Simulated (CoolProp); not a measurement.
Fluoroethane (R161) at 298.15 K and 0.764 MPa is compressed adiabatically to 2.92 MPa with isentropic efficiency 0.9. Each further row changes one setting.

The numbers come from the reference Helmholtz-energy equation of state, Wu 2012 in CoolProp.

```json
[
 {"case": "as stated", "work (kJ/kg)": "(withheld)", "final temperature (K)": "374.2", "final density (kg/m³)": "(withheld)"},
 {"case": "efficiency 1", "work (kJ/kg)": "(withheld)", "final temperature (K)": "(withheld)", "final density (kg/m³)": "(withheld)"},
 {"case": "efficiency 0.65", "work (kJ/kg)": "(withheld)", "final temperature (K)": "(withheld)", "final density (kg/m³)": "(withheld)"}
]
```

### Question
What belongs in the gaps?

### Answer

- as stated, work (kJ/kg): 69.5
- as stated, final density (kg/m³): 60.0
- efficiency 1, work (kJ/kg): 62.6
- efficiency 1, final temperature (K): 370.9
- efficiency 1, final density (kg/m³): 61.4
- efficiency 0.65, work (kJ/kg): 96.2
- efficiency 0.65, final temperature (K): 387.5
- efficiency 0.65, final density (kg/m³): 55.3
